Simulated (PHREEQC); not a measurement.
Consider water at 25 °C with 9.5 mmol/kgw HF, 0.14 mmol/kgw NH4F, 39 mmol/kgw (NH4)2SiF6 and 1.4 mmol/kgw HCl. It is in equilibrium with CO2 at log p = -3.4 (atm). Otherwise closed; pH follows from the charge balance.

Computed with PHREEQC (ion-association model, phreeqc.dat).

Problem. The ionic strength comes out as 0.121 mol/kgw. What activity coefficients do Cl-, SiF6-2, F-, NH4+, HF2- get?

Solution. Cl- 0.75, SiF6-2 0.35, F- 0.75, NH4+ 0.73, HF2- 0.77.

Precipitation was switched off in this run. SiF6-2 is the database's only silicon fluoride.
